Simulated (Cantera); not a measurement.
A perfectly stirred reactor is fed with NH3 : H2 = 1 : 0.85 (molar parts), at 20.0 Torr; it is held at 1975 K, and followed from long to short residence time.

Computed with Cantera and the gas-phase N/H chemistry of the illustrative SiF4/NH3 mechanism in the Surface Chemkin manual (1991). Walls and surfaces, which speed up NH3 decomposition in real reactors, are not modelled.

Q: Predict: x(NH3) at τ = 1.30 s; x(H2) at τ = 1.30 s; x(NH) at τ = 1.30 s; x(N2) at τ = 1.30 s; x(N) at τ = 1.30 s; x(NH3) at τ = 24.0 ms; x(H2) at τ = 24.0 ms; x(NH) at τ = 24.0 ms; x(N2) at τ = 24.0 ms; x(N) at τ = 24.0 ms.

A: 
| Property | Result |
|---|---|
| x(NH3) at τ = 1.30 s | 0.231 |
| x(H2) at τ = 1.30 s | 0.668 |
| x(NH) at τ = 1.30 s | 1.24e-5 |
| x(N2) at τ = 1.30 s | 0.100 |
| x(N) at τ = 1.30 s | 9.89e-7 |
| x(NH3) at τ = 24.0 ms | 0.528 |
| x(H2) at τ = 24.0 ms | 0.467 |
| x(NH) at τ = 24.0 ms | 1.37e-5 |
| x(N2) at τ = 24.0 ms | 0.00370 |
| x(N) at τ = 24.0 ms | 7.29e-7 |
